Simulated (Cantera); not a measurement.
Feed: 1 mol AlCl₃, 6.3 mol HCl, 2.4 mol N₂, held at 0.00133 bar.

Method: chemical equilibrium by Gibbs-energy minimisation in Cantera with the NASA 1993 tables (ideal gas, pure condensed phases). Candidate condensed phases: Al, AlCl₃, AlN, NH₄Cl; 20 gas species. The tables' values for AlCl₂ are old estimates; treat these amounts as uncertain. Equilibrium is a limit: real reactors are often held back by kinetics, nucleation or transport.

**Question.** At 1625 K, list the 5 most abundant gas species with their mole fractions, and the condensed phases.

**Answer.** HCl 0.634, N₂ 0.245, AlCl₃ 0.0996, Cl 0.0134, H₂ 0.00519. Condensed: gas only.
